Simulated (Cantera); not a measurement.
## N2O furnace oxynitridation

An isothermal, constant-pressure homogeneous reactor starts with N2O : N2 = 1 : 0.58 (molar parts), at 1198 K and 1.00 bar.

Detailed kinetics in Cantera: GRI-Mech 3.0 (53 species, 325 reactions). GRI-Mech 3.0 was tuned for natural gas; its chemistry of N2O as a main component is partial and can be far from experiment. The mechanism lacks the step 2 NO + O2 → 2 NO2, which can matter for NO2 below about 1400 K. The temperature is held fixed by assumption; the heat of reaction is taken as removed at once.

```csv
t (s),x N2O,x NO,x O2,x O,x N2
6.00e-6,0.633,5.77e-8,2.48e-7,7.86e-7,0.367
4.66e-5,0.633,1.37e-6,5.91e-6,1.66e-6,0.367
0.000363,0.633,1.30e-5,5.60e-5,1.67e-6,0.367
0.00282,0.632,0.000103,0.000445,1.67e-6,0.368
0.0219,0.623,0.000793,0.00344,1.66e-6,0.373
0.170,0.560,0.00562,0.0248,1.58e-6,0.409
1.32,0.280,0.0251,0.121,1.10e-6,0.574
10.3,0.0111,0.0355,0.218,9.28e-8,0.735
80.0,3.20e-7,0.0352,0.222,1.14e-8,0.742
```
x: mole fraction; the columns are a selection and need not sum to one.

Equilibrium at this temperature and pressure: N2O 1.40e-8, NO 0.000203, O2 0.240, O 1.19e-8, N2 0.760 (gas phase only).
